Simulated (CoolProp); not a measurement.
Vapour-liquid equilibrium of toluene (1) + n-nonane (2) at 0.499 MPa; x and y are mole fractions of (1).

Computed with CoolProp (multi-fluid Helmholtz-energy mixture model, Lemmon 2006 and Lemmon 2006; pair parameters Bell 2016).

```csv
x,"bubble temperature, mixture model (K)","bubble temperature, Raoult's law (K)","y, mixture model","y, Raoult's law"
0.05,___,493.1,0.101,0.106
0.15,485.7,487.0,___,0.286
0.25,479.5,481.5,0.422,0.435
0.35,___,476.4,___,0.557
0.45,469.3,471.7,0.637,0.659
0.55,___,467.4,0.719,0.745
0.65,___,463.4,___,0.818
0.75,___,459.6,0.854,0.880
0.85,455.3,456.1,0.914,0.933
0.95,452.6,452.9,0.971,0.979
```

Question: What belongs in the gaps?

Answer: 
- 0.05, bubble temperature, mixture model (K): 492.6
- 0.15, y, mixture model: 0.277
- 0.35, bubble temperature, mixture model (K): 474.0
- 0.35, y, mixture model: 0.540
- 0.55, bubble temperature, mixture model (K): 465.1
- 0.65, bubble temperature, mixture model (K): 461.5
- 0.65, y, mixture model: 0.791
- 0.75, bubble temperature, mixture model (K): 458.2

The largest gap from Raoult's law is -2.4 K in bubble temperature, at x = 0.45. No azeotrope shows between x = 0.05 and 0.95.

Pair parameters are fitted to limited data, so mixtures are less certain than the pure fluids.
